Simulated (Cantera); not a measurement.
Charge: 1 mol Al, 1.4 mol HI, 0.048 mol N2, at 0.0133 bar.

Equilibrium computed with Cantera from the NASA thermochemical tables; the gas is ideal and each condensed phase is pure. Candidate condensed phases: Al, AlI3, AlN, I2; 19 gas species. Mutual solubility and eutectic melting of coexisting phases are not modelled. The numbers say what is thermodynamically allowed, not how fast it happens.

Task: Which condensed phases are stable at each of these points (T (°C)): 477, 552, 627, 702, 777, 852, 927?

Result: 
```tsv
T (°C)	condensed phases	Al condensed (%)
477	Al(s) + AlN(s)	53.2
552	Al(s) + AlN(s)	52.5
627	Al(s) + AlN(s)	49.2
702	Al(l) + AlN(s)	38.5
777	Al(l) + AlN(s)	11.8
852	AlN(s)	9.6
927	AlN(s)	9.6
```

From 477 °C to 627 °C the condensed part is Al(s) + AlN(s). From 702 °C to 777 °C the condensed part is Al(l) + AlN(s). From 852 °C to 927 °C the condensed part is AlN(s).
